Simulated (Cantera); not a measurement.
Feed: 1 mol SO₂, 1.7 mol H₂, held at 2098.15 K and 101000 Pa.

Method: chemical equilibrium by Gibbs-energy minimisation in Cantera with the NASA 1993 tables (ideal gas, pure condensed phases). Candidate condensed phases: H₂O, H₂SO₄, S; 19 gas species. Rates play no part.

Base state: H₂O 0.510, H₂ 0.171, SO₂ 0.148, S₂ 0.0988, SO 0.0294, H₂S 0.0248, SH 0.0114, S₂O 0.00309 (mole fractions); condensed: gas only.

**Question.** What changes in the equilibrium state with this change: H₂ from 1.7 to 0.11 mol?

**Answer.** 
```csv
species,before,after
SO₂,0.148,0.845
H₂O,0.510,0.0918
SO,0.0294,0.0406
H₂,0.171,0.00745
H₂S,0.0248,0.000360
SH,0.0114,0.000796
S₂,0.0988,0.0110
SO₃,1.11e-6,2.64e-5
O₂,2.99e-6,5.14e-5
H,0.00127,0.000264
S,0.00183,0.000611
```

**Question.** What changes in the equilibrium state with this change: pressure from 101000 Pa to 13300 Pa?

**Answer.** 
```csv
species,before,after
H₂O,0.510,0.444
H₂,0.171,0.229
SO₂,0.148,0.160
SO,0.0294,0.0487
H₂S,0.0248,0.0111
S₂,0.0988,0.0839
SH,0.0114,0.0122
O,2.36e-6,1.17e-5
H,0.00127,0.00404
S,0.00183,0.00466
OH,0.000447,0.000930
S₂O,0.00309,0.00171
```
